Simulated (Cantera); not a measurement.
Input: 1 mol AlN, a varied amount of Cl₂, 5 mol H₂, held at 1323 K and 0.340 bar.

Equilibrium computed with Cantera from the NASA thermochemical tables; the gas is ideal and each condensed phase is pure. Candidate condensed phases: Al, AlCl₃, AlN, NH₄Cl; 20 gas species. Rates play no part.

Problem. Which condensed phases are stable at each of these points (n(Cl₂) (mol)): 1.5, 2, 2.6, 3.5, 4.8, 6.4, 8.6, 11, 15, 21, 28?

Solution. 
```csv
n(Cl₂) (mol),condensed phases,Al condensed (%)
1.5,AlN(s),22.3
2,gas only,0.0
2.6,gas only,0.0
3.5,gas only,0.0
4.8,gas only,0.0
6.4,gas only,0.0
8.6,gas only,0.0
11,gas only,0.0
15,gas only,0.0
21,gas only,0.0
28,gas only,0.0
```

At 1.5 mol Cl₂ the condensed part is AlN(s). From 2 mol Cl₂ to 28 mol Cl₂ nothing is condensed.
